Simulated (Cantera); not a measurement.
An isothermal, constant-pressure homogeneous reactor starts with H2 : O2 = 0.014 : 1 (molar parts), equivalence ratio 0.0070, at 1225 K and 5.10 Torr.

Detailed kinetics in Cantera: the H2/O2 subset of GRI-Mech 3.0, which has no nitrogen chemistry. Radical loss at walls, strong at low pressure, is not modelled.

x: mole fraction; the columns are a selection and need not sum to one.

```json
[
 {"t (s)": "2.00e-6", "x H2": "0.0138", "x O2": "0.986", "x H": "2.00e-11", "x H2O": "<1e-12", "x O": "<1e-12", "x HO2": "2.03e-11"},
 {"t (s)": "8.60e-6", "x H2": "0.0138", "x O2": "0.986", "x H": "8.23e-11", "x H2O": "<1e-12", "x O": "4.86e-12", "x HO2": "8.71e-11"},
 {"t (s)": "3.69e-5", "x H2": "0.0138", "x O2": "0.986", "x H": "2.97e-10", "x H2O": "2.26e-12", "x O": "7.94e-11", "x HO2": "3.74e-10"},
 {"t (s)": "0.000159", "x H2": "0.0138", "x O2": "0.986", "x H": "7.59e-10", "x H2O": "1.25e-10", "x O": "9.74e-10", "x HO2": "1.61e-9"},
 {"t (s)": "0.000682", "x H2": "0.0138", "x O2": "0.986", "x H": "2.17e-9", "x H2O": "4.73e-9", "x O": "9.46e-9", "x HO2": "6.92e-9"},
 {"t (s)": "0.00293", "x H2": "0.0138", "x O2": "0.986", "x H": "5.77e-8", "x H2O": "4.16e-7", "x O": "3.88e-7", "x HO2": "3.02e-8"},
 {"t (s)": "0.0126", "x H2": "___", "x O2": "0.975", "x H": "___", "x H2O": "___", "x O": "___", "x HO2": "___"},
 {"t (s)": "0.0541", "x H2": "7.38e-5", "x O2": "0.974", "x H": "0.000700", "x H2O": "0.0128", "x O": "0.0110", "x HO2": "5.47e-7"},
 {"t (s)": "0.233", "x H2": "___", "x O2": "0.977", "x H": "___", "x H2O": "0.0131", "x O": "___", "x HO2": "___"},
 {"t (s)": "1.00", "x H2": "2.18e-5", "x O2": "0.983", "x H": "0.000108", "x H2O": "0.0135", "x O": "0.00311", "x HO2": "3.08e-7"}
]
```

Problem. Some entries are withheld; supply them.

Solution. 
- 0.0126, x H2: 0.00164
- 0.0126, x H: 0.00127
- 0.0126, x H2O: 0.0104
- 0.0126, x O: 0.00901
- 0.0126, x HO2: 8.54e-7
- 0.233, x H2: 5.56e-5
- 0.233, x H: 0.000450
- 0.233, x O: 0.00813
- 0.233, x HO2: 4.84e-7
